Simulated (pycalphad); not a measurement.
Source of the numbers: pycalphad with the COST 507 light-alloy database (1999); pressure 1 atm. The data set is of 1999 and partly superseded. Phase fractions are per mole of atoms.

Give the equilibrium state of Si-33.7Ti (at.%) at 1427 °C.


```
T = 1700.00 K, P = 101325 Pa, N = 1 mol of atoms
G = -134770 J/mol, H = -19075 J/mol, S = 68.06 J/(mol K)  (SER reference)
chemical potentials (J/mol): Si -94239, Ti -214510
phase             fraction      x(Si)      x(Ti)
SI2TI               0.9780     0.6667     0.3333
SITI                0.0220     0.5000     0.5000
```

Database names, with the compositions (at.%) that they take in these runs: SI2TI: Si 67 Ti 33; SITI: Si 50 Ti 50.
